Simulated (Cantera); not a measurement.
What does this Cantera script print?

```python
import numpy as np
import cantera as ct

gas_names = """
    CL CLO CL2 O O2 O3 Ti TiCL TiCL2 TiCL3 TiCL4 TiO TiOCL TiOCL2 TiO2
""".split()
cond_names = """
    Ti(a) Ti(b) Ti(L) TiCL2(s) TiCL3(s) TiCL4(L) TiO(a) TiO(b) TiO(L) TiO2(ru) TiO2(L) Ti2O3(a) Ti2O3(b)
    Ti2O3(L) Ti3O5(a) Ti3O5(b) Ti3O5(L) Ti4O7(s) Ti4O7(L)
""".split()


# ... load() reads the species with a 1 bar reference pressure and builds the phases ...
atoms = {
    'TiO2': {'Ti': 1, 'O': 2},
    'Cl2': {'CL': 2},
    'O2': {'O': 2},
}
top_T = {'TiCL2(s)': 1300, 'TiCL3(s)': 1000}  # K; cautious upper limits of use, not melting points


# ... equilibrate(T, P, feed) seeds the gas with the atoms and calls Mixture.equilibrate('TP', solver="vcs", rtol=1e-11, max_steps=5000) ...
results = []
feed = {'TiO2': 1, 'Cl2': 40, 'O2': 0.93}  # mol
P = 11  # Pa
for T in [898, 948, 998, 1048, 1098, 1148, 1198, 1248, 1298, 1348, 1398]:
    mix = equilibrate(T, P, feed)
    results.append((T, P, feed, dict(zip(mix.species_names, mix.species_moles))))
    x = sorted(zip(gas.X, gas.species_names), reverse=True)
    print(f"T = {T:g} K  P = {P:g} Pa  gas = {mix.phase_moles(0):.4g} mol")
    print("   x: " + "  ".join(f"{s} {v:.3e}" for v, s in x if v > 0.001))
    print("   condensed (mol): " + ("  ".join(f"{mix.phase(i).name} {mix.phase_moles(i):.4g}"
          for i in range(1, mix.n_phases) if mix.phase_moles(i) > 1e-12) or "none"))
```

Output:

```
T = 898 K  P = 11 Pa  gas = 41.07 mol
   x: CL2 9.707e-01  O2 2.265e-02  CL 6.693e-03
   condensed (mol): TiO2(ru) 0.9999
T = 948 K  P = 11 Pa  gas = 41.26 mol
   x: CL2 9.614e-01  O2 2.255e-02  CL 1.600e-02
   condensed (mol): TiO2(ru) 0.9997
T = 998 K  P = 11 Pa  gas = 41.66 mol
   x: CL2 9.427e-01  CL 3.490e-02  O2 2.234e-02
   condensed (mol): TiO2(ru) 0.9991
T = 1048 K  P = 11 Pa  gas = 42.42 mol
   x: CL2 9.079e-01  CL 7.003e-02  O2 2.198e-02
   condensed (mol): TiO2(ru) 0.9977
T = 1098 K  P = 11 Pa  gas = 43.77 mol
   x: CL2 8.487e-01  CL 1.298e-01  O2 2.137e-02
   condensed (mol): TiO2(ru) 0.9946
T = 1148 K  P = 11 Pa  gas = 46.05 mol
   x: CL2 7.570e-01  CL 2.224e-01  O2 2.043e-02
   condensed (mol): TiO2(ru) 0.989
T = 1198 K  P = 11 Pa  gas = 49.62 mol
   x: CL2 6.302e-01  CL 3.503e-01  O2 1.911e-02
   condensed (mol): TiO2(ru) 0.9811
T = 1248 K  P = 11 Pa  gas = 54.73 mol
   x: CL 5.044e-01  CL2 4.776e-01  O2 1.746e-02
   condensed (mol): TiO2(ru) 0.9734
T = 1298 K  P = 11 Pa  gas = 61.12 mol
   x: CL 6.606e-01  CL2 3.233e-01  O2 1.568e-02
   condensed (mol): TiO2(ru) 0.9709
T = 1348 K  P = 11 Pa  gas = 67.66 mol
   x: CL 7.902e-01  CL2 1.954e-01  O2 1.408e-02
   condensed (mol): TiO2(ru) 0.976
T = 1398 K  P = 11 Pa  gas = 72.99 mol
   x: CL 8.785e-01  CL2 1.083e-01  O2 1.293e-02
   condensed (mol): TiO2(ru) 0.9846
```

These are equilibrium values from Cantera (NASA tables, ideal gas, pure condensed phases), not measurements of a reactor. Condensed phases not in the tables: TiOCl.
